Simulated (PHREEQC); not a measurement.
Consider water at 40 °C with 0.0041 mol LiBr per kg of water. Closed to the air; pH follows from the charge balance.

All values are PHREEQC results (ion-association model, phreeqc.dat), not measurements.

This is a speciation only: nothing precipitates in the calculation.

Problem. What specific conductance does the model give?

Solution. specific conductance 608 µS/cm.

Constants without temperature data keep their 25 °C values here.
